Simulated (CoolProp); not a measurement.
Saturation properties of octamethyltrisiloxane (MDM).

Computed with CoolProp (reference Helmholtz-energy equation of state, Thol 2017).

```
T (°C)  p (MPa)  liquid density (kg/m³)  vapour density (kg/m³)  enthalpy of vaporisation (kJ/kg)  liquid cp (kJ/(kg K))  surface tension (mN/m)
------  -------  ----------------------  ----------------------  --------------------------------  ---------------------  ----------------------
164.45   0.1371                   659.8                   9.822                             147.0                  2.147                    5.59
172.05   0.1645                   649.7                   11.75                             143.3                  2.169                    5.10
179.65   0.1958                   639.3                   13.97                             139.5                  2.192                    4.63
187.15   0.2310                   628.7                   16.49                             135.6                  2.216                    4.18
194.75   0.2713                   617.5                   19.43                             131.5                  2.241                    3.74
202.25   0.3161                   606.1                   22.76                             127.3                  2.268                    3.32
209.85   0.3671                   594.0                   26.65                             122.8                  2.296                    2.91
217.35   0.4233                   581.5                   31.06                             118.1                  2.327                    2.53
224.95   0.4866                   568.1                   36.23                             113.0                  2.361                    2.15
232.55   0.5569                   553.9                   42.24                             107.6                  2.400                    1.80
```

It boils at 152.5 °C under 1 atm.

Surface tension comes from a separate correlation (Mulero 2014), older than this fluid's equation and unchecked against measurements.
